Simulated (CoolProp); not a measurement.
Aqueous lithium chloride as a coolant, 20 % by mass, freezing at -43.9 °C, 1 atm.

Values from CoolProp's Melinder's fits for secondary coolants.

| T (°C) | conductivity (W/(m K)) | viscosity (mPa s) | cp (kJ/(kg K)) | density (kg/m³) |
|---|---|---|---|---|
| -41.8 | 0.467 | [?] | [?] | 1126 |
| -35.1 | 0.476 | 16.5 | 2.928 | 1126 |
| -28.3 | 0.485 | 11.4 | [?] | 1125 |
| -21.6 | 0.495 | 8.17 | [?] | 1124 |
| -14.9 | 0.504 | 6.10 | 3.048 | 1123 |
| -8.1 | 0.513 | 4.69 | 3.089 | 1122 |
| -1.4 | 0.523 | 3.74 | 3.129 | 1121 |
| 5.4 | [?] | 3.04 | 3.170 | 1119 |
| 12.1 | [?] | 2.54 | 3.210 | 1118 |
| 18.8 | 0.551 | 2.17 | 3.250 | [?] |
| 25.6 | 0.560 | 1.88 | 3.291 | 1114 |
| 32.3 | 0.569 | 1.65 | 3.331 | 1111 |
| 39 | [?] | 1.46 | 3.370 | 1109 |

Task: Some entries are withheld; supply them.

Result: 
- -41.8, viscosity (mPa s): 25.0
- -41.8, cp (kJ/(kg K)): 2.888
- -28.3, cp (kJ/(kg K)): 2.969
- -21.6, cp (kJ/(kg K)): 3.008
- 5.4, conductivity (W/(m K)): 0.532
- 12.1, conductivity (W/(m K)): 0.541
- 18.8, density (kg/m³): 1116
- 39, conductivity (W/(m K)): 0.578
